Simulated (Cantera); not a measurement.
Input: 1 mol CCl4, 1.5 mol H2, at 10.0 mbar.

Cantera equilibrium calculation (NASA polynomials, part measured and part estimated; ideal gas, pure solids and liquids). Candidate condensed phases: C, C6H6, C7H8, C8H18; 91 gas species. Equilibrium is a limit: real reactors are often held back by kinetics, nucleation or transport.

Q: What share of the C ends up in condensed phases as a function of T (K), at 1948, 2098, 2248, 2398, 2548, 2698, 2848, 2998, 3148?

A: 
| T (K) | C condensed (%) | as |
|---|---|---|
| 1948 | 100.0 | C(graphite) |
| 2098 | 100.0 | C(graphite) |
| 2248 | 99.9 | C(graphite) |
| 2398 | 99.7 | C(graphite) |
| 2548 | 99.0 | C(graphite) |
| 2698 | 96.4 | C(graphite) |
| 2848 | 84.8 | C(graphite) |
| 2998 | 24.9 | C(graphite) |
| 3148 | 0.0 | - |
